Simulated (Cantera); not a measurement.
## Nitride etching: BN + H2

A closed system holds: 1 mol BN, 290 mol H2, at 2073 K and 13300 Pa.

Equilibrium computed with Cantera from the NASA thermochemical tables; the gas is ideal and each condensed phase is pure. Candidate condensed phases: B, BN; 15 gas species. The tables' values for BH2 are old estimates; treat these amounts as uncertain. Gases not in the tables: B2H6 and higher boranes. Kinetics and transport are ignored.

| Property | Result |
|---|---|
| x(H2) | 0.990 |
| x(H) | 0.00717 |
| x(N2) | 0.00171 |
| x(BH2) | 0.000694 |
| x(BH3) | 1.55e-5 |
| x(B) | 3.23e-6 |
| x(BH) | 2.07e-6 |
| n(B(s)) | 0.792 mol |
| gas amount | 291.5 mol |
